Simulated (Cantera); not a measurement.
**Low-pressure radical oxidation in H2/O2**

An isothermal, constant-pressure homogeneous reactor starts with H₂ : O₂ = 0.0082 : 1 (molar parts), at 950 K and 20.0 Torr.

Model: the H2/O2 subset of GRI-Mech 3.0, which has no nitrogen chemistry, integrated in Cantera. Radical loss at walls, strong at low pressure, is not modelled.

```
t (s)         x H₂   x O₂       x O     x HO₂      x OH     x H₂O
--------  --------  -----  --------  --------  --------  --------
0.000800   0.00813  0.992  4.39e-11  3.19e-11  2.75e-11  2.74e-11
0.00225    0.00813  0.992  4.53e-10  1.09e-10  2.29e-10  4.69e-10
0.00635    0.00813  0.992   7.08e-8   4.50e-9   3.44e-8   8.56e-8
0.0179     0.00255  0.989   0.00245   8.40e-6  0.000658   0.00492
0.0504     3.97e-5  0.991  0.000682   2.17e-6   9.40e-5   0.00806
0.142      3.97e-6  0.992  0.000131   7.72e-7   3.41e-5   0.00814
0.400      5.55e-7  0.992   2.07e-5   2.45e-7   1.36e-5   0.00816
1.13       7.62e-8  0.992   3.25e-6   6.30e-8   5.52e-6   0.00816
3.17       9.36e-9  0.992   5.98e-7   1.50e-8   2.40e-6   0.00817
8.94       1.18e-9  0.992   1.36e-7   3.82e-9   1.15e-6   0.00817
25.2      2.22e-10  0.992   3.69e-8   1.09e-9   5.96e-7   0.00817
71.0      5.81e-11  0.992   1.11e-8  3.54e-10   3.26e-7   0.00817
200       1.75e-11  0.992   3.58e-9  1.43e-10   1.85e-7   0.00817
```
x: mole fraction; the columns are a selection and need not sum to one.

Equilibrium at this temperature and pressure: H₂ <1e-12, O₂ 0.992, O 1.95e-10, HO₂ 1.48e-10, OH 4.30e-8, H₂O 0.00817 (gas phase only).
